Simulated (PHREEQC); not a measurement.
Na2CO3 is added in steps, without added water, to 1 kg of water holding 4.6 mmol/kgw KHF2, at 90 °C. O2 is buffered at 0.21 atm. CO2 from the air is kept out. Only these solids could form: Nahcolite, Natron.

Base run: PHREEQC, ion-association model, wateq4f.dat. Each further column changes one thing. The table gives pH.

| Na2CO3 added (mol) | base | temperature from 90 to 10 °C | 0.0088 mol/kgw Cd(NO3)2 added | KHF2 from 0.0046 to 0.0069 mol/kgw | no solid may form |
|---|---|---|---|---|---|
| 0 | 3.74 | 3.18 | 3.68 | ___ | 3.74 |
| 0.000705 | 4.00 | 3.41 | 3.94 | 3.90 | 4.00 |
| 0.001645 | 4.49 | 3.87 | 4.43 | 4.16 | 4.49 |
| 0.00235 | 5.44 | 5.28 | 4.78 | ___ | 5.44 |
| 0.003055 | 6.33 | 6.41 | 4.79 | 4.87 | 6.33 |
| 0.003995 | 7.06 | 7.16 | 4.82 | 5.93 | 7.06 |
| 0.0047 | 8.05 | 8.74 | 4.84 | ___ | 8.05 |

**Question.** Some entries are withheld; supply them.

**Answer.** 
- 0, KHF2 from 0.0046 to 0.0069 mol/kgw: 3.72
- 0.00235, KHF2 from 0.0046 to 0.0069 mol/kgw: 4.42
- 0.0047, KHF2 from 0.0046 to 0.0069 mol/kgw: 6.38

Away from 25 °C the constants follow the database's enthalpies or fits; those with neither stay at their 25 °C values. Solids allowed in the column '0.0088 mol/kgw Cd(NO3)2 added': Cd(OH)2, Otavite, Nahcolite, Natron, CdF2.
